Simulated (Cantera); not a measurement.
Input (Python, Cantera) and output of one run.

```python
import numpy as np
import cantera as ct

gas_names = """
    C CH CH2 CH3 CH2OH CH3O CH4 CH3OH CO CO2 COOH C2 C2H CHCO,ketyl C2H2,acetylene C2H2,vinylidene
    CH2CO,ketene C2H3,vinyl CH3CO,acetyl C2H4 C2H4O,ethylen CH3CHO,ethanal CH3COOH (HCOOH)2 C2H5 C2H6
    CH3OCH3 C2H5OH C2O C3 C3H3,propargyl C3H4,allene C3H4,propyne C3H4,cyclo- C3H5,allyl C3H6,propylene
    C3H6,cyclo- C3H6O C3H7,n-propyl C3H7,i-propyl C3H8 C3H8O,1propanol C3H8O,2propanol C3O2 C4 C4H2
    C4H4,1,3-cyclo- C4H6,butadiene C4H6,2-butyne C4H6,cyclo- C4H8,1-butene C4H8,cis2-buten
    C4H8,tr2-butene C4H8,isobutene C4H8,cyclo- (CH3COOH)2 C4H9,n-butyl C4H9,i-butyl C4H9,s-butyl
    C4H9,t-butyl C4H10,isobutane C4H10,n-butane C5 C5H6,1,3cyclo- C5H8,cyclo- C5H10,1-pentene
    C5H10,cyclo- C5H11,pentyl C5H11,t-pentyl C5H12,n-pentane C5H12,i-pentane CH3C(CH3)2CH3 C6H2
    C6H5,phenyl C6H5O,phenoxy C6H6 C6H5OH,phenol C6H10,cyclo- C6H12,1-hexene C6H12,cyclo- C6H13,n-hexyl
    C7H7,benzyl C7H8 C7H8O,cresol C7H14,1-heptene C7H15,n-heptyl C7H16,n-heptane C8H8,styrene
    C8H10,ethylbenz C8H16,1-octene C8H17,n-octyl C8H18,isooctane C8H18,n-octane C9H19,n-nonyl
    C10H8,naphthale C10H21,n-decyl C12H9,o-bipheny C12H10,bipheny H HCO HO2 H2 HCHO,formaldehy HCOOH H2O
    H2O2 O OH O2 O3
""".split()
cond_names = """
    C(gr) C6H6(L) C7H8(L) C8H18(L),n-octa H2O(s) H2O(L)
""".split()


def load(file, names, dense=False):
    # The tables refer to 1 bar. Condensed volumes are neglected.
    table = {s.name: s for s in ct.Species.list_from_file(file)}
    out = []
    for n in names:
        d = dict(table[n].input_data)
        d["thermo"] = dict(d["thermo"], **{"reference-pressure": 1e5})
        if dense:
            d["equation-of-state"] = {"model": "constant-volume", "density": "1e6 g/cm^3"}
        out.append(ct.Species.from_dict(d))
    return out


gas = ct.Solution(thermo="ideal-gas", species=load("nasa_gas.yaml", gas_names))
cond = {s.name: ct.Solution(thermo="fixed-stoichiometry", species=[s], name=s.name)
        for s in load("nasa_condensed.yaml", cond_names, dense=True)}
atoms = {
    'acetone': {'C': 3, 'H': 6, 'O': 1},
    'H2O': {'H': 2, 'O': 1},
    'H2': {'H': 2},
}
top_T = {'C(gr)': 4500}  # K; cautious upper limits of use, not melting points


def equilibrate(T, P, feed):
    n = {}
    for name, mol in feed.items():
        for a, k in atoms[name].items():
            n[a] = n.get(a, 0.0) + k * mol
    gas.TPX = T, P, n
    mass = sum(n.values()) * gas.mean_molecular_weight
    gas.equilibrate("TP")
    valid = [c for c in cond.values() if c.min_temp <= T <= top_T.get(c.name, c.max_temp)]
    mix = ct.Mixture([(gas, mass / gas.mean_molecular_weight)] + [(c, 0.0) for c in valid])
    mix.T, mix.P = T, P
    mix.equilibrate("TP", solver="vcs", rtol=1e-11, max_steps=5000)
    return mix


results = []
feed = {'acetone': 1, 'H2O': 2.6, 'H2': 7.4}  # mol
T = 1198  # K
for P in [10, 72, 520, 3700, 27000, 190000, 1400000, 10000000]:
    mix = equilibrate(T, P, feed)
    results.append((T, P, feed, dict(zip(mix.species_names, mix.species_moles))))

top = {s: max(r[3][s] / sum(r[3][g] for g in gas_names) for r in results) for s in gas_names}
cols = sorted((s for s in top if top[s] > 0.001), key=lambda s: -top[s])[:8]
seen = [c for c in cond_names if any(r[3].get(c, 0) > 1e-12 for r in results)]
print("log10 of partial pressures in bar; condensed amounts in mol")
print(f"{'P/Pa':>10s}" + "".join(f"{s[:9]:>10s}" for s in cols + seen))
for T, P, feed, n in results:
    ng = sum(n[g] for g in gas_names)
    print(f"{P:10.4g}" + "".join(f"{np.log10(max(n[s] / ng * P / 1e5, 1e-99)):10.3f}" for s in cols)
          + "".join(f"{n.get(c, 0):10.4g}" for c in seen))
```

Result:

```
log10 of partial pressures in bar; condensed amounts in mol
      P/Pa        H2       H2O        CO       CH4       CO2
        10    -4.108    -5.494    -4.740   -14.939    -6.262
        72    -3.250    -4.637    -3.883   -12.367    -5.405
       520    -2.392    -3.778    -3.024    -9.791    -4.546
      3700    -1.539    -2.926    -2.172    -7.235    -3.694
   2.7e+04    -0.676    -2.062    -1.309    -4.646    -2.830
   1.9e+05     0.168    -1.172    -0.468    -2.161    -1.944
   1.4e+06     0.998     0.059     0.301    -0.135    -0.774
     1e+07     1.727     1.327     0.769     1.252     0.234
```

Method: chemical equilibrium by Gibbs-energy minimisation in Cantera with the NASA 1993 tables (ideal gas, pure condensed phases). The feed counts by its element totals alone. The ideal-gas law is rough above about 30 bar.
